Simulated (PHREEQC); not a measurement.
Make-up at 25 °C: 0.16 mol KCl, 0.19 mol MgSO4 and 0.00013 mol KBr per kg of water. Closed to the air; pH follows from the charge balance.

Equilibrium calculation in PHREEQC: ion-association model, phreeqc.dat.

```
quantity                   before     after
------------------------  -------  --------
pH                           6.67      6.72
ionic strength (mol/kgw)    0.511     0.326
K+ (mol/kgw)                0.145  0.000115
Mg+2 (mol/kgw)             0.0954    0.0813
MgOH+ (mol/kgw)           6.59e-7   6.56e-7
```

Q: Name the change that produced these shifts.
A) diluted 10-fold with water
B) 0.0022 mol/kgw CO2 added
C) KCl left out
D) MgSO4 replaced by MgBr2 at the same molality
E) MgSO4 from 0.19 to 0.038 mol/kgw

A: C, KCl left out

No solid was allowed to form.
